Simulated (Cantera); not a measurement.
Feed: 1 mol SiCl₄, 0.013 mol CH₄, 13 mol H₂, equilibrated at 0.120 bar.

These are equilibrium values from Cantera (NASA tables, ideal gas, pure condensed phases), not measurements of a reactor. Candidate condensed phases: C, C₆H₆, C₇H₈, C₈H₁₈, Si, SiC; 109 gas species. The tables' values for SiCl₃ are old estimates; treat these amounts as uncertain. Equilibrium is a limit: real reactors are often held back by kinetics, nucleation or transport. All values below are at 1177 °C.

Base state: H₂ 0.817, HCl 0.117, SiCl₂ 0.0510, SiCl₃ 0.00793, SiCl₄ 0.00451, SiHCl₃ 0.00272, SiH₂Cl₂ 0.000254, H 2.47e-5 (mole fractions); condensed: SiC(s).

**Question.** What changes in the equilibrium state with this change: SiCl₄ replaced by (CH₃)₂SiCl₂?

**Answer.** 
```csv
species,before,after
H₂,0.817,0.883
HCl,0.117,0.117
CH₄,1.59e-6,0.000309
SiCl₂,0.0510,0.000283
SiCl₃,0.00793,4.24e-5
SiCl₄,0.00451,2.31e-5
SiHCl₃,0.00272,1.51e-5
SiH₂Cl₂,0.000254,1.52e-6
"SiC(s), mol",0.0130,0.994
"C(graphite), mol",0,1.01
```
The feed counts by its element totals alone.
